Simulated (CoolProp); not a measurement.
The numbers come from the reference Helmholtz-energy equation of state, Gao 2016 in CoolProp.

**Question.** For sulfur dioxide, give the phase and the Joule-Thomson coefficient (K/MPa), expansivity (1/kK) at 344 K and 35000 kPa; 360.5 K and 35000 kPa; 459.2 K and 35000 kPa.

**Answer.** 
- 344 K and 35000 kPa: liquid; Joule-Thomson coefficient -0.208, expansivity 1.84
- 360.5 K and 35000 kPa: liquid; Joule-Thomson coefficient -0.171, expansivity 1.96
- 459.2 K and 35000 kPa: supercritical; Joule-Thomson coefficient 0.298, expansivity 3.13
